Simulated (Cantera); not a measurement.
Input (Python, Cantera) and output of one run.

```python
import numpy as np
import cantera as ct

gas_names = """
    O2 CO
""".split()
cond_names = """
    Ta(cr) TaC(s) Ta2O5(s)
""".split()


# ... load() reads the species with a 1 bar reference pressure and builds the phases ...
species = {s.name: s for s in load("nasa_gas.yaml", gas_names) + load("nasa_condensed.yaml", cond_names)}
T = 1400
g = {n: (s.thermo.h(T) - T * s.thermo.s(T)) / (ct.gas_constant * T * np.log(10)) for n, s in species.items()}
valid = cond_names  # the entries whose range holds T


def stable(la, lb):
    # potentials (over RT ln 10) of the two non-metals from log10 p(O2) and log10 p(CO) in bar
    mu = {}
    mu["O"] = (g["O2"] + la) / 2
    mu["C"] = (g["CO"] + lb - 1 * mu["O"]) / 1
    cost = {}
    for n in valid:
        c = species[n].composition
        cost[n] = (g[n] - sum(c.get(e, 0) * m for e, m in mu.items())) / c["Ta"]
    return min(cost, key=cost.get)


results = []
for lb in [1, -0.6, -2.3, -3.9, -5.5, -7.2, -8.8, -10.5, -12.1, -13.7, -15.4, -17]:
    row = [stable(la, lb) for la in [-19, -17.9, -16.8, -15.6, -14.5, -13.4, -12.3, -11.2, -10.1, -8.9, -7.8, -6.7, -5.6, -4.5, -3.4, -2.2, -1.1, 0]]
    results.append(row)
    print(f"{lb:6.1f}  " + " ".join(f"{valid.index(n):x}" for n in row))
print("key: " + ", ".join(f"{i:x} {n}" for i, n in enumerate(valid)))
```

Result:

```
   1.0  1 1 2 2 2 2 2 2 2 2 2 2 2 2 2 2 2 2
  -0.6  1 1 2 2 2 2 2 2 2 2 2 2 2 2 2 2 2 2
  -2.3  1 2 2 2 2 2 2 2 2 2 2 2 2 2 2 2 2 2
  -3.9  2 2 2 2 2 2 2 2 2 2 2 2 2 2 2 2 2 2
  -5.5  2 2 2 2 2 2 2 2 2 2 2 2 2 2 2 2 2 2
  -7.2  2 2 2 2 2 2 2 2 2 2 2 2 2 2 2 2 2 2
  -8.8  2 2 2 2 2 2 2 2 2 2 2 2 2 2 2 2 2 2
 -10.5  2 2 2 2 2 2 2 2 2 2 2 2 2 2 2 2 2 2
 -12.1  2 2 2 2 2 2 2 2 2 2 2 2 2 2 2 2 2 2
 -13.7  2 2 2 2 2 2 2 2 2 2 2 2 2 2 2 2 2 2
 -15.4  2 2 2 2 2 2 2 2 2 2 2 2 2 2 2 2 2 2
 -17.0  2 2 2 2 2 2 2 2 2 2 2 2 2 2 2 2 2 2
key: 0 Ta(cr), 1 TaC(s), 2 Ta2O5(s)
```

Source: NASA polynomial tables (part measured, part estimated), evaluated in Cantera. TaC: taken at fixed stoichiometry. Not in the tables: Ta2C. Part of the grid cannot be reached: there another gas would pass 10 bar, or a non-metal would condense.
